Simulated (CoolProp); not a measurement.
R245ca at several states: Z from the reference equation and from simpler models built on Tc = 174.4 °C, pc = 3.941 MPa, ω = 0.355; each cubic takes its own stable root.

Values from CoolProp's reference Helmholtz-energy equation of state, Zhou 2016.

```json
[
 {"T (°C)": "28.35", "p (MPa)": "0.577", "phase": "liquid", "reference": "0.02236"},
 {"T (°C)": "174.15", "p (MPa)": "4.78", "phase": "liquid", "reference": "0.2095"},
 {"T (°C)": "57.65", "p (MPa)": "0.258", "phase": "gas", "reference": "0.9290"},
 {"T (°C)": "170.75", "p (MPa)": "0.0727", "phase": "gas", "reference": "0.9933"},
 {"T (°C)": "38.65", "p (MPa)": "0.0202", "phase": "gas", "reference": "0.9936"},
 {"T (°C)": "-42.35", "p (MPa)": "0.306", "phase": "liquid", "reference": "0.01382"}
]
```

Question: How far does each simpler model (van der Waals, Redlich-Kwong, Soave-Redlich-Kwong, Peng-Robinson) lie from the reference over these 6 states: mean and median of the absolute difference, and the worst?

Answer: 
- van der Waals: mean 656.5 %, median 25.0 %, worst +3820.8 % at 28.35 °C and 0.577 MPa
- Redlich-Kwong: mean 8.7 %, median 7.4 %, worst +23.2 % at 174.15 °C and 4.78 MPa
- Soave-Redlich-Kwong: mean 6.9 %, median 4.6 %, worst +23.0 % at 174.15 °C and 4.78 MPa
- Peng-Robinson: mean 3.2 %, median 1.7 %, worst +11.2 % at 174.15 °C and 4.78 MPa

At some of these states van der Waals gives the other phase, because its saturation line lies elsewhere.
